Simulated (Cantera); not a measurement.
## TiO2 + CH4 + CO (carbothermic reduction)

Input: 1 mol TiO2, 0.7 mol CH4, 0.049 mol CO, held at 1375 K and 1330 Pa.

Cantera equilibrium calculation (NASA polynomials, part measured and part estimated; ideal gas, pure solids and liquids). Candidate condensed phases: C, C6H6, C7H8, C8H18, H2O, Ti, TiC, TiO, TiO2, Ti2O3, Ti3O5, Ti4O7; 113 gas species. Mutual solubility and eutectic melting of coexisting phases are not modelled. TiC: taken at fixed stoichiometry. Kinetics and transport are ignored.

```
Property                                     Value
--------------------------------------  ----------
x(H2)                                        0.677
x(CO)                                        0.323
x(H2O)                                     5.11e-5
x(H)                                       2.44e-5
x(CO2)                                     1.18e-5
x(CH4)                                     7.97e-6
n(TiC(s))                               0.0800 mol
n(Ti2O3(s))                              0.460 mol
gas amount                               2.069 mol
log10 activity of Ti3O5(s) (absent)          -0.14
log10 activity of C(graphite) (absent)       -0.58
log10 activity of Ti4O7(s) (absent)          -0.60
```
